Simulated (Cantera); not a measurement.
What does this Cantera script print?

```python
import numpy as np
import cantera as ct

gas = ct.Solution("gri30.yaml")


def delay(T, t_max=10):
    gas.TPX = T, 101325, {'CH3OH': 1, 'O2': 0.938, 'N2': 3.52, 'CO2': 0.15}
    reactor = ct.IdealGasReactor(gas, clone=False)
    net = ct.ReactorNet([reactor])
    net.rtol, net.atol = 1e-8, 1e-16
    while net.time < t_max:
        t_old, T_old = net.time, reactor.T
        net.step()
        if reactor.T > T + 400:  # ignition: a rise of 400 K
            return t_old + (T + 400 - T_old) / (reactor.T - T_old) * (net.time - t_old)
    return np.nan


taus = []
for T in [1075, 1150, 1225, 1300, 1375, 1450, 1525]:
    taus.append(delay(T))
    print(f"T0 = {T:6g} K   tau = {taus[-1]:.4e} s")
```

Output:

```
T0 =   1075 K   tau = 8.4922e-02 s
T0 =   1150 K   tau = 1.9668e-02 s
T0 =   1225 K   tau = 5.4904e-03 s
T0 =   1300 K   tau = 1.7968e-03 s
T0 =   1375 K   tau = 6.7532e-04 s
T0 =   1450 K   tau = 2.8668e-04 s
T0 =   1525 K   tau = 1.3534e-04 s
```

Model: GRI-Mech 3.0 (53 species, 325 reactions), integrated in Cantera. GRI-Mech 3.0 was tuned for natural gas; its chemistry of methanol as a main component is partial and can be far from experiment.
